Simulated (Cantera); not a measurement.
# CH2F2 + Si (fluorocarbon and chlorocarbon gases)

Input: 1 mol CH2F2, 0.83 mol Si, equilibrated at 825 K and 1.00 bar.

Equilibrium computed with Cantera from the NASA thermochemical tables; the gas is ideal and each condensed phase is pure. Candidate condensed phases: C, C6H6, C7H8, C8H18, Si, SiC; 113 gas species. Rates play no part.

| Quantity | Value |
|---|---|
| x(H2) | 0.436 |
| x(SiF4) | 0.389 |
| x(CH4) | 0.172 |
| x(SiHF3) | 0.00243 |
| x(SiH2F2) | 8.84e-6 |
| x(HF) | 4.61e-6 |
| x(C2H6) | 1.89e-6 |
| x(SiF3) | 1.15e-6 |
| n(C(graphite)) | 0.451 mol |
| n(SiC(s)) | 0.329 mol |
| gas amount | 1.279 mol |
| log10 activity of Si(s) (absent) | -4.22 |
